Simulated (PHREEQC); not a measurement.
Consider water at 10 °C with 2.2e-05 mol/kgw FeCl3, 0.0002 mol/kgw ZnCl2, 1.3e-05 mol/kgw NaHCO3 and 1.4e-05 mol/kgw Na2SO4. Closed to the air; pH follows from the charge balance.

Model: ion-association model, wateq4f.dat, run in PHREEQC.

Precipitation was switched off in this run.

**Question.** What pH, ionic strength does the model give?

**Answer.** pH 4.57; ionic strength 0.000709 mol/kgw.

**Question.** In which forms is S present?

**Answer.** SO4-2 97 %, ZnSO4 3.2 % of the S.

The solution is supersaturated, for example in Hematite (slow to form), Goethite (slow to form), so a real one may precipitate; this is no full list. Complexes and solids missing from the database can't appear. At this temperature some constants are extrapolated from 25 °C, and those without enthalpy data are left unchanged.
